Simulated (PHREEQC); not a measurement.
# Nickel, zinc or cadmium bath: speciation

Solution (25 °C): 0.0014 mol CdCl2 per kg of water. Closed to the air; pH follows from the charge balance.

Model: ion-association model, wateq4f.dat, run in PHREEQC.

This is a speciation only: nothing precipitates in the calculation.

Task: What pH does the model give?

Result: pH 6.39.

Task: In which forms is Cd present?

Result: Cd+2 84 %, CdCl+ 16 % of the Cd.
